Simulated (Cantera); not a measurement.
What does this Cantera script print?

```python
import numpy as np
import cantera as ct

gas = ct.Solution("gri30.yaml")


def delay(T, t_max=10):
    gas.TPX = T, 500000, {'C3H8': 1, 'O2': 7.94, 'N2': 53.2}
    reactor = ct.IdealGasConstPressureReactor(gas, clone=False)
    net = ct.ReactorNet([reactor])
    net.rtol, net.atol = 1e-8, 1e-16
    while net.time < t_max:
        t_old, T_old = net.time, reactor.T
        net.step()
        if reactor.T > T + 400:  # ignition: a rise of 400 K
            return t_old + (T + 400 - T_old) / (reactor.T - T_old) * (net.time - t_old)
    return np.nan


taus = []
for T in [1250, 1300, 1350, 1400, 1450, 1500, 1550, 1600]:
    taus.append(delay(T))
    print(f"T0 = {T:6g} K   tau = {taus[-1]:.4e} s")
```

Output:

```
T0 =   1250 K   tau = 1.4021e-03 s
T0 =   1300 K   tau = 5.8970e-04 s
T0 =   1350 K   tau = 2.6796e-04 s
T0 =   1400 K   tau = 1.3206e-04 s
T0 =   1450 K   tau = 7.0555e-05 s
T0 =   1500 K   tau = 4.0744e-05 s
T0 =   1550 K   tau = 2.5333e-05 s
T0 =   1600 K   tau = 1.6909e-05 s
```

Detailed kinetics in Cantera: GRI-Mech 3.0 (53 species, 325 reactions). GRI-Mech 3.0 was tuned for natural gas; its chemistry of propane as a main component is partial and can be far from experiment.
